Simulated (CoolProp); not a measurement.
Vapour-liquid equilibrium of CH2F2 (R32) (1) + R1234ze(E) (2) at 304.5 K; x and y are mole fractions of (1).

The numbers come from the multi-fluid Helmholtz-energy mixture model, Tillner-Roth 1997 and Thol 2016; pair parameters Bell 2023 in CoolProp.

| x | bubble pressure (bar) | y at the bubble point | dew pressure at overall composition x (bar) | liquid density (mol/L) |
|---|---|---|---|---|
| 0.05 | 6.768 | 0.138 | 6.268 | 10.23 |
| 0.15 | 8.270 | 0.344 | 6.840 | 10.71 |
| 0.25 | 9.737 | 0.489 | 7.515 | 11.23 |
| 0.35 | 11.15 | 0.596 | 8.323 | 11.80 |
| 0.45 | 12.51 | 0.680 | 9.303 | 12.45 |
| 0.55 | 13.84 | 0.751 | 10.51 | 13.17 |
| 0.65 | 15.14 | 0.812 | 11.99 | 13.99 |
| 0.75 | 16.46 | 0.869 | 13.82 | 14.92 |
| 0.85 | 17.82 | 0.923 | 16.01 | 16.00 |
| 0.95 | 19.23 | 0.975 | 18.55 | 17.25 |

No azeotrope shows between x = 0.05 and 0.95.

Pair parameters are fitted to limited data, so mixtures are less certain than the pure fluids.
